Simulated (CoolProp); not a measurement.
Vapour-liquid equilibrium of CHF3 (R23) (1) + R134a (2) at 0.196 MPa; x and y are mole fractions of (1).

Computed with CoolProp (multi-fluid Helmholtz-energy mixture model, Penoncello 2003 and Tillner-Roth 1994; pair parameters Bell 2016).

```tsv
x	bubble temperature, mixture model (K)	bubble temperature, Raoult's law (K)	y, mixture model	y, Raoult's law
0.05	254.6	253.2	0.302	0.356
0.15	242.0	239.8	0.636	0.688
0.25	232.9	230.8	0.792	0.827
0.35	226.0	224.3	0.874	0.896
0.45	220.6	219.2	0.921	0.935
0.55	216.2	215.2	0.950	0.958
0.65	212.6	211.8	0.969	0.974
0.75	209.5	209.0	0.982	0.985
0.85	206.8	206.5	0.991	0.992
0.95	204.4	204.4	0.997	0.998
```

The largest gap from Raoult's law is +2.2 K in bubble temperature, at x = 0.15. No azeotrope shows between x = 0.05 and 0.95.

Pair parameters are fitted to limited data, so mixtures are less certain than the pure fluids.
